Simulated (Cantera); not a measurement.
A Cantera script and what it prints.

```python
import numpy as np
import cantera as ct

gas_names = [...]  # 95 gases of nasa_gas.yaml made of C, F, H
cond_names = """
    C(gr) C6H6(L) C7H8(L) C8H18(L),n-octa
""".split()


# ... load() reads the species with a 1 bar reference pressure and builds the phases ...
atoms = {
    'CH3F': {'C': 1, 'H': 3, 'F': 1},
    'CH4': {'C': 1, 'H': 4},
    'H2': {'H': 2},
}
top_T = {'C(gr)': 4500}  # K; cautious upper limits of use, not melting points


# ... equilibrate(T, P, feed) seeds the gas with the atoms and calls Mixture.equilibrate('TP', solver="vcs", rtol=1e-11, max_steps=5000) ...
results = []
P = 1333.22  # Pa
for T in [2598, 2673, 2748, 2823, 2898, 2973, 3048, 3123, 3198, 3273, 3348, 3423, 3498]:
    for m in [0.4, 0.7, 1.2, 2.1, 3.7, 6.5, 11, 20]:
        feed = {'CH3F': 1, 'CH4': 0.077, 'H2': m}  # mol
        mix = equilibrate(T, P, feed)
        results.append((T, P, feed, dict(zip(mix.species_names, mix.species_moles))))

for T, P, feed, n in results:
    print(f"{T:7g} {feed['H2']:10.4g}  " + (" + ".join(c for c in cond_names if n.get(c, 0) > 1e-12) or "gas only"))
```

It prints:

```
   2598        0.4  C(gr)
   2598        0.7  C(gr)
   2598        1.2  C(gr)
   2598        2.1  C(gr)
   2598        3.7  C(gr)
   2598        6.5  C(gr)
   2598         11  C(gr)
   2598         20  C(gr)
   2673        0.4  C(gr)
   2673        0.7  C(gr)
   2673        1.2  C(gr)
   2673        2.1  C(gr)
   2673        3.7  C(gr)
   2673        6.5  C(gr)
   2673         11  C(gr)
   2673         20  C(gr)
   2748        0.4  C(gr)
   2748        0.7  C(gr)
   2748        1.2  C(gr)
   2748        2.1  C(gr)
   2748        3.7  C(gr)
   2748        6.5  C(gr)
   2748         11  C(gr)
   2748         20  C(gr)
   2823        0.4  C(gr)
   2823        0.7  C(gr)
   2823        1.2  C(gr)
   2823        2.1  C(gr)
   2823        3.7  C(gr)
   2823        6.5  C(gr)
   2823         11  C(gr)
   2823         20  gas only
   2898        0.4  C(gr)
   2898        0.7  C(gr)
   2898        1.2  C(gr)
   2898        2.1  C(gr)
   2898        3.7  C(gr)
   2898        6.5  C(gr)
   2898         11  gas only
   2898         20  gas only
   2973        0.4  C(gr)
   2973        0.7  C(gr)
   2973        1.2  C(gr)
   2973        2.1  C(gr)
   2973        3.7  C(gr)
   2973        6.5  gas only
   2973         11  gas only
   2973         20  gas only
   3048        0.4  C(gr)
   3048        0.7  C(gr)
   3048        1.2  C(gr)
   3048        2.1  gas only
   3048        3.7  gas only
   3048        6.5  gas only
   3048         11  gas only
   3048         20  gas only
   3123        0.4  gas only
   3123        0.7  gas only
   3123        1.2  gas only
   3123        2.1  gas only
   3123        3.7  gas only
   3123        6.5  gas only
   3123         11  gas only
   3123         20  gas only
   3198        0.4  gas only
   3198        0.7  gas only
   3198        1.2  gas only
   3198        2.1  gas only
   3198        3.7  gas only
   3198        6.5  gas only
   3198         11  gas only
   3198         20  gas only
   3273        0.4  gas only
   3273        0.7  gas only
   3273        1.2  gas only
   3273        2.1  gas only
   3273        3.7  gas only
   3273        6.5  gas only
   3273         11  gas only
   3273         20  gas only
   3348        0.4  gas only
   3348        0.7  gas only
   3348        1.2  gas only
   3348        2.1  gas only
   3348        3.7  gas only
   3348        6.5  gas only
   3348         11  gas only
   3348         20  gas only
   3423        0.4  gas only
   3423        0.7  gas only
   3423        1.2  gas only
   3423        2.1  gas only
   3423        3.7  gas only
   3423        6.5  gas only
   3423         11  gas only
   3423         20  gas only
   3498        0.4  gas only
   3498        0.7  gas only
   3498        1.2  gas only
   3498        2.1  gas only
   3498        3.7  gas only
   3498        6.5  gas only
   3498         11  gas only
   3498         20  gas only
```

These are equilibrium values from Cantera (NASA tables, ideal gas, pure condensed phases), not measurements of a reactor.
